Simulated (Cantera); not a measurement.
What does this Cantera script print?

```python
import numpy as np
import cantera as ct

gas = ct.Solution("gri30.yaml")
gas.TPX = 400, 43000, {'CH4': 1, 'C2H6': 0.31, 'C3H8': 0.11, 'O2': 3.91, 'N2': 19}
flame = ct.FreeFlame(gas, width=0.072)
flame.set_refine_criteria(ratio=3, slope=0.08, curve=0.16)
flame.transport_model = "mixture-averaged"
flame.solve(loglevel=0, auto=True)
z, T = flame.grid, flame.T
thick = (T[-1] - T[0]) / np.gradient(T, z).max()
show = ['CH4', 'C2H6', 'C3H8', 'NO', 'C2H', 'OH']
print(f"laminar burning velocity  {flame.velocity[0] * 100:.3f} cm/s")
print(f"burnt temperature         {T[-1]:.1f} K")
print(f"thermal thickness         {thick * 1e3:.4f} mm")
print(f"grid points               {len(z)}")
z0 = z[flame.heat_release_rate.argmax()]
print(f"{'z/mm':>9s}{'T/K':>9s}{'u/(m/s)':>9s}" + "".join(f"{s:>11s}" for s in show))
rows = []
for k in (-3, -2, -1.5, -1, -0.5, -0.25, 0, 0.25, 0.5, 1, 2, 4, 8):
    zz = z0 + k * thick
    rows.append([k * thick, np.interp(zz, z, T), np.interp(zz, z, flame.velocity),
                 *(np.interp(zz, z, flame.X[gas.species_index(s)]) for s in show)])
    print(f"{rows[-1][0] * 1e3:9.3f}{rows[-1][1]:9.1f}{rows[-1][2]:9.3f}" + "".join(f"{x:11.3e}" for x in rows[-1][3:]))
```

Result:

```
laminar burning velocity  47.080 cm/s
burnt temperature         2014.6 K
thermal thickness         1.0567 mm
grid points               147
     z/mm      T/K  u/(m/s)        CH4       C2H6       C3H8         NO        C2H         OH
   -3.170    400.1    0.471  4.107e-02  1.273e-02  4.519e-03  4.109e-11  2.485e-30  2.431e-14
   -2.113    401.8    0.474  4.096e-02  1.272e-02  4.514e-03  7.988e-10  2.621e-26  9.629e-12
   -1.585    407.3    0.481  4.073e-02  1.269e-02  4.507e-03  3.608e-09  2.266e-24  1.787e-10
   -1.057    456.0    0.541  3.916e-02  1.246e-02  4.459e-03  4.175e-08  6.210e-20  3.930e-08
   -0.528    793.6    0.955  2.948e-02  9.510e-03  3.450e-03  7.813e-07  7.158e-13  1.156e-05
   -0.264   1160.4    1.413  1.816e-02  4.651e-03  1.389e-03  1.974e-06  8.820e-10  1.214e-04
    0.000   1513.6    1.858  5.127e-03  3.231e-04  4.287e-05  3.918e-06  9.505e-08  1.315e-03
    0.264   1650.4    2.024  3.889e-04  7.445e-07  1.802e-08  6.341e-06  5.295e-08  3.711e-03
    0.528   1689.8    2.064  1.504e-05  5.090e-10  1.892e-12  7.927e-06  1.690e-09  4.797e-03
    1.057   1736.1    2.109  1.714e-08  1.005e-15  1.585e-19  9.731e-06  5.508e-13  5.251e-03
    2.113   1793.0    2.170  1.054e-12  2.193e-21  5.893e-27  1.205e-05  9.913e-18  5.204e-03
    4.227   1856.2    2.238  1.445e-17  1.696e-29  4.080e-38  1.514e-05  8.539e-25  4.769e-03
    8.453   1914.6    2.300  3.145e-18 -2.589e-30 -2.381e-47  1.923e-05  9.251e-26  4.047e-03
```

Model: GRI-Mech 3.0 (53 species, 325 reactions), integrated in Cantera. Burning velocities carry a grid error of a few per cent, more on coarse grids.
